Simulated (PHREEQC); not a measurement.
Make-up at 20 °C: 1.2 mmol/kgw KOH, 0.058 mmol/kgw K2SiO3 and 53 mmol/kgw Na2CO3. Closed to the air; pH follows from the charge balance.

All values are PHREEQC results (ion-association model, phreeqc.dat), not measurements.

The ionic strength comes out as 0.126 mol/kgw. What activity coefficients do NaCO3-, OH-, H2SiO4-2, K+, Na+ get?

NaCO3- 0.77, OH- 0.74, H2SiO4-2 0.36, K+ 0.75, Na+ 0.77.

No solid was allowed to form.
